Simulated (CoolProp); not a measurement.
A simple Rankine cycle with R134a: condensing at 310.15 K, boiler at 2.94 MPa, turbine inlet 363.4 K, turbine efficiency 0.6, pump efficiency 0.7, no recuperator. Each further row changes one setting.

Values from CoolProp's reference Helmholtz-energy equation of state, Tillner-Roth 1994.

```tsv
case	thermal efficiency (%)	net work (kJ/kg)	heat in (kJ/kg)	turbine exit temperature (K)	volume ratio over the turbine
as stated	5.9	10.8	184	316.4	3.75
turbine inlet 383.4 K	6.2	13.4	215	343.5	3.46
condensing temperature 302.15 K	6.8	13.3	195	309.8	4.75
boiler pressure 2.06 MPa	4.6	9.43	204	337.2	2.33
turbine efficiency 0.5	4.7	8.56	184	318.5	3.80
```
